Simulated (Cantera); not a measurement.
Charge: 1 mol SiH4, a varied amount of N2, equilibrated at 1052 °C and 84.0 Pa.

Equilibrium computed with Cantera from the NASA thermochemical tables; the gas is ideal and each condensed phase is pure. Candidate condensed phases: Si, Si3N4; 18 gas species. N2 is the only nitrogen source here; it is nearly inert below about 1500 K, so the nitride shown seldom forms there in practice. Kinetics and transport are ignored.

At 1.6 mol N2, list the 3 most abundant gas species with their mole fractions, and the condensed phases.

H2 0.682, N2 0.318, H 4.66e-5. Condensed: Si3N4(s).
